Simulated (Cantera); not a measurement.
# Equilibrium for fluorocarbon and chlorocarbon gases: CHF3

Charge: 1 mol CHF3, equilibrated at 1200 Pa.

These are equilibrium values from Cantera (NASA tables, ideal gas, pure condensed phases), not measurements of a reactor. Candidate condensed phases: C, C6H6, C7H8, C8H18; 95 gas species. Gases not in the tables: C2F6 and larger saturated fluorocarbons. The numbers say what is thermodynamically allowed, not how fast it happens.

```tsv
T (K)	log p HF	log p F	log p CF2	log p CF4	log p CF	log p C3	log p CF3	log p H	n C(graphite)
2098	-2.14	-3.20	-2.90	-2.56	-5.33	-9.56	-4.18	-7.19	0.431
2198	-2.18	-2.88	-2.67	-2.73	-4.83	-8.63	-4.06	-6.87	0.384
2298	-2.23	-2.64	-2.55	-3.05	-4.42	-7.79	-4.07	-6.56	0.351
2398	-2.28	-2.46	-2.54	-3.56	-4.09	-7.02	-4.23	-6.22	0.378
2498	-2.31	-2.34	-2.63	-4.20	-3.83	-6.32	-4.52	-5.86	0.465
2598	-2.34	-2.27	-2.76	-4.90	-3.63	-5.67	-4.87	-5.48	0.566
2698	-2.36	-2.22	-2.93	-5.65	-3.46	-5.07	-5.26	-5.11	0.647
2798	-2.38	-2.19	-3.13	-6.41	-3.32	-4.51	-5.68	-4.75	0.685
2898	-2.39	-2.17	-3.34	-7.18	-3.21	-4.00	-6.12	-4.39	0.651
```
log p: log10 of the partial pressure in bar; n: condensed amount in mol.

From 2098 K to 2898 K the condensed part is C(graphite). The main C-bearing gas is CF4 at 2098 K and CF at 2898 K. The share of C in condensed phases is highest at 2798 K (68.5 %) and lowest at 2298 K (35.1 %).
